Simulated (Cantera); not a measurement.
## Adiabatic ignition

An adiabatic, constant-volume homogeneous reactor starts with 25.8 % H2, 15.5 % O2, 58.6 % N2, equivalence ratio 0.83, at 1475 K and 0.860 bar.

Model: GRI-Mech 3.0 (53 species, 325 reactions), integrated in Cantera.

```tsv
t (s)	T (K)	P (bar)	x H2	x O2	x OH	x H	x N2O	x H2O2
2.00e-6	1475	0.860	0.258	0.155	8.50e-8	6.44e-7	<1e-12	2.98e-9
4.33e-6	1475	0.860	0.258	0.155	7.76e-7	5.61e-6	1.07e-12	1.36e-8
9.38e-6	1475	0.860	0.257	0.155	6.14e-5	0.000437	6.43e-11	1.64e-7
2.03e-5	1877	1.07	0.0472	0.0499	0.0234	0.0875	7.74e-8	1.08e-6
4.40e-5	2523	1.38	0.0443	0.0398	0.0372	0.0405	1.73e-7	3.45e-7
9.53e-5	2892	1.54	0.0350	0.0343	0.0383	0.0203	6.48e-7	6.82e-7
0.000206	2923	1.56	0.0340	0.0326	0.0375	0.0185	7.64e-7	7.64e-7
0.000447	2918	1.55	0.0344	0.0309	0.0366	0.0183	8.10e-7	7.38e-7
0.000969	2914	1.55	0.0347	0.0294	0.0358	0.0181	8.79e-7	7.16e-7
0.00210	2912	1.55	0.0348	0.0290	0.0356	0.0181	9.01e-7	7.10e-7
0.00454	2912	1.55	0.0348	0.0290	0.0356	0.0181	9.02e-7	7.10e-7
0.00984	2912	1.55	0.0348	0.0290	0.0356	0.0181	9.02e-7	7.10e-7
0.0213	2912	1.55	0.0348	0.0290	0.0356	0.0181	9.02e-7	7.10e-7
0.0462	2912	1.55	0.0348	0.0290	0.0356	0.0181	9.02e-7	7.10e-7
0.100	2912	1.55	0.0348	0.0290	0.0356	0.0181	9.02e-7	7.10e-7
```
x: mole fraction; the columns are a selection and need not sum to one.

The time of steepest temperature rise is 16.5 µs and the temperature at 0.100 s is 2912 K. The equilibrium temperature comes out as 2912 K. The x(H2) at 0.100 s comes out as 0.0348 (gas-phase equilibrium 0.0348) and the x(O2) at 0.100 s is 0.0290 (gas-phase equilibrium 0.0290). The x(OH) at 0.100 s is 0.0356 (gas-phase equilibrium 0.0356).
